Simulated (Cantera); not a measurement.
**TiCl4 + CH4 + H2 (titanium nitride, carbide and oxide coatings)**

Feed: 1 mol TiCl4, 9.7 mol CH4, 16 mol H2, at 1075 K.

Equilibrium computed with Cantera from the NASA thermochemical tables; the gas is ideal and each condensed phase is pure. Candidate condensed phases: C, C6H6, C7H8, C8H18, Ti, TiC, TiCl2, TiCl3, TiCl4; 96 gas species. TiC: taken at fixed stoichiometry. Equilibrium is a limit: real reactors are often held back by kinetics, nucleation or transport.

From 0.0750 Torr to 750 Torr the condensed part is C(graphite) + TiC(s). The main Ti-bearing gas is TiCl3 at 0.0750 Torr and TiCl4 at 750 Torr. The share of Ti in condensed phases is highest at 0.0750 Torr (99.8 %) and lowest at 750 Torr (55.4 %).

```json
[
 {"P (Pa)": "10", "log p H2": "-4.05", "log p HCl": "-4.97", "log p CH4": "-9.44", "log p TiCl4": "-9.03", "log p TiCl3": "-8.31", "log p H": "-9.86", "log p C2H4": "-14.19", "n C(graphite)": "8.70", "n TiC(s)": "0.998"},
 {"P (Pa)": "63", "log p H2": "-3.25", "log p HCl": "-4.17", "log p CH4": "-7.85", "log p TiCl4": "-7.44", "log p TiCl3": "-7.12", "log p H": "-9.46", "log p C2H4": "-12.59", "n C(graphite)": "8.71", "n TiC(s)": "0.993"},
 {"P (Pa)": "400", "log p H2": "-2.45", "log p HCl": "-3.38", "log p CH4": "-6.24", "log p TiCl4": "-5.86", "log p TiCl3": "-5.94", "log p H": "-9.06", "log p C2H4": "-10.98", "n C(graphite)": "8.72", "n TiC(s)": "0.976"},
 {"P (Pa)": "2500", "log p H2": "-1.65", "log p HCl": "-2.61", "log p CH4": "-4.64", "log p TiCl4": "-4.38", "log p TiCl3": "-4.82", "log p H": "-8.66", "log p C2H4": "-9.39", "n C(graphite)": "8.75", "n TiC(s)": "0.915"},
 {"P (Pa)": "16000", "log p H2": "-0.84", "log p HCl": "-1.87", "log p CH4": "-3.03", "log p TiCl4": "-3.06", "log p TiCl3": "-3.83", "log p H": "-8.25", "log p C2H4": "-7.77", "n C(graphite)": "8.72", "n TiC(s)": "0.764"},
 {"P (Pa)": "100000", "log p H2": "-0.05", "log p HCl": "-1.20", "log p CH4": "-1.45", "log p TiCl4": "-1.94", "log p TiCl3": "-2.99", "log p H": "-7.86", "log p C2H4": "-6.19", "n C(graphite)": "7.87", "n TiC(s)": "0.554"}
]
```
log p: log10 of the partial pressure in bar; n: condensed amount in mol.
